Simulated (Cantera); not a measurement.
A freely propagating, adiabatic, planar premixed flame of C₃H₈ : O₂ : N₂ = 1 : 4.17 : 15.7 (molar parts), equivalence ratio 1.2, unburnt at 550 K and 1.01 bar; multicomponent transport, grid criteria slope 0.08 and curve 0.16, no radiation.

Computed with Cantera and GRI-Mech 3.0 (53 species, 325 reactions). GRI-Mech 3.0 was tuned for natural gas; its chemistry of propane as a main component is partial and can be far from experiment. Burning velocities carry a grid error of a few per cent, more on coarse grids.

x: mole fraction of selected species; z is measured from the peak of heat release.

| z (mm) | T (K) | u (m/s) | x C₃H₈ | x O₂ | x H | x OH | x NO | x C₂H₄ |
|---|---|---|---|---|---|---|---|---|
| -0.804 | 550 | 1.32 | 0.0479 | 0.200 | <1e-8 | <1e-8 | <1e-8 | 3.91e-7 |
| -0.536 | 551 | 1.33 | 0.0477 | 0.199 | <1e-8 | <1e-8 | <1e-8 | 8.73e-6 |
| -0.402 | 557 | 1.35 | 0.0476 | 0.197 | <1e-8 | <1e-8 | 3.03e-8 | 5.21e-5 |
| -0.268 | 600 | 1.46 | 0.0469 | 0.192 | 3.41e-7 | 5.08e-7 | 2.38e-7 | 0.000516 |
| -0.134 | [?] | 2.41 | 0.0354 | 0.156 | 7.84e-5 | 2.67e-5 | 2.76e-6 | 0.00685 |
| -0.0670 | [?] | 3.58 | 0.0130 | 0.110 | 0.000851 | 0.000346 | 6.99e-6 | 0.0131 |
| 0 | [?] | 4.76 | 0.000499 | 0.0609 | 0.00448 | 0.00212 | 1.51e-5 | 0.00581 |
| 0.0670 | 1970 | 5.33 | 8.52e-7 | 0.0302 | 0.00922 | 0.00532 | 2.78e-5 | 0.000469 |
| 0.134 | 2031 | 5.49 | <1e-8 | 0.0171 | 0.0122 | 0.00758 | 3.92e-5 | 1.45e-5 |
| 0.268 | 2070 | 5.56 | <1e-8 | 0.00981 | 0.0139 | 0.00867 | 4.99e-5 | 1.06e-8 |
| 0.536 | 2112 | 5.64 | <1e-8 | 0.00735 | 0.0130 | 0.00851 | 5.71e-5 | <1e-8 |
| 1.07 | 2165 | 5.76 | <1e-8 | 0.00579 | 0.0105 | 0.00791 | 6.62e-5 | <1e-8 |
| 2.14 | 2226 | 5.90 | <1e-8 | 0.00411 | 0.00768 | 0.00686 | 8.07e-5 | <1e-8 |

Task: Some entries are withheld; supply them.

Result: 
- -0.134, T (K): 954
- -0.0670, T (K): 1366
- 0, T (K): 1768
